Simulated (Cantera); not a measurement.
What does this Cantera script print?

```python
import numpy as np
import cantera as ct

gas = ct.Solution("gri30.yaml")
gas.TPX = 1675, 100000, {'C3H8': 1, 'O2': 13.2, 'N2': 49.5, 'CO2': 19}
reactor = ct.IdealGasConstPressureReactor(gas, energy="on", clone=False)
net = ct.ReactorNet([reactor])
net.rtol, net.atol = 1e-08, 1e-16
show = ['C3H8', 'O2', 'CO2', 'C2H6', 'HCN']
times = np.geomspace(2e-06, 7, 14)

steps = ct.SolutionArray(gas, extra=["t"])
rows = []
print(f"{'t/s':>10s}{'T/K':>9s}{'P/Pa':>11s}" + "".join(f"{s:>11s}" for s in show))
for t in times:
    while net.time < t:
        t_next = net.step()
        steps.append(gas.state, t=t_next)
    rows.append([np.interp(t, steps.t, y) for y in (steps.T, steps.P, *steps(*show).X.T)])
    print(f"{t:10.3e}{rows[-1][0]:9.1f}{rows[-1][1]:11.4g}" + "".join(f"{x:11.3e}" for x in rows[-1][2:]))
rate = np.gradient(steps.T, steps.t)
print("integrator steps:", len(steps.t))
if steps.T.max() > steps.T[0] + 200:
    print(f"time of steepest temperature rise: {steps.t[rate.argmax()]:.4e} s")
gas.TPX = 1675, 100000, {'C3H8': 1, 'O2': 13.2, 'N2': 49.5, 'CO2': 19}
gas.equilibrate("HP")
print(f"equilibrium (HP): T = {gas.T:.1f} K  " + "  ".join(f"{s} {gas[s].X[0]:.3e}" for s in show))
```

It prints:

```
       t/s      T/K       P/Pa       C3H8         O2        CO2       C2H6        HCN
 2.000e-06   1669.6      1e+05  1.131e-02  1.593e-01  2.295e-01  2.963e-06  3.808e-12
 6.374e-06   1662.1      1e+05  8.781e-03  1.578e-01  2.287e-01  1.114e-04  3.375e-10
 2.031e-05   1749.3      1e+05  4.207e-04  1.387e-01  2.240e-01  1.255e-04  3.974e-08
 6.474e-05   1936.5      1e+05  1.403e-34  1.079e-01  2.237e-01  3.757e-24  3.589e-10
 2.063e-04   2004.5      1e+05  1.670e-40  1.058e-01  2.318e-01 -5.451e-31  3.946e-13
 6.576e-04   2097.9      1e+05 -3.502e-42  1.026e-01  2.437e-01  2.705e-33  3.530e-13
 2.096e-03   2173.6      1e+05  1.094e-42  9.985e-02  2.538e-01  4.079e-29  2.287e-13
 6.680e-03   2196.6      1e+05  2.885e-45  9.895e-02  2.570e-01 -8.926e-34  1.685e-13
 2.129e-02   2196.6      1e+05 -7.694e-50  9.879e-02  2.570e-01  2.018e-38  1.773e-13
 6.785e-02   2195.1      1e+05 -3.493e-52  9.835e-02  2.571e-01  2.816e-39  2.051e-13
 2.162e-01   2191.4      1e+05 -2.239e-56  9.722e-02  2.572e-01  3.166e-39  2.612e-13
 6.892e-01   2186.5      1e+05  4.608e-57  9.574e-02  2.573e-01  2.781e-39  3.099e-13
 2.196e+00   2185.4      1e+05  4.410e-57  9.540e-02  2.574e-01  2.699e-39  3.178e-13
 7.000e+00   2185.4      1e+05  4.410e-57  9.540e-02  2.574e-01  2.699e-39  3.178e-13
integrator steps: 1587
time of steepest temperature rise: 2.4508e-05 s
equilibrium (HP): T = 2185.4 K  C3H8 8.965e-57  O2 9.540e-02  CO2 2.574e-01  C2H6 4.882e-39  HCN 3.178e-13
```

Computed with Cantera and GRI-Mech 3.0 (53 species, 325 reactions).
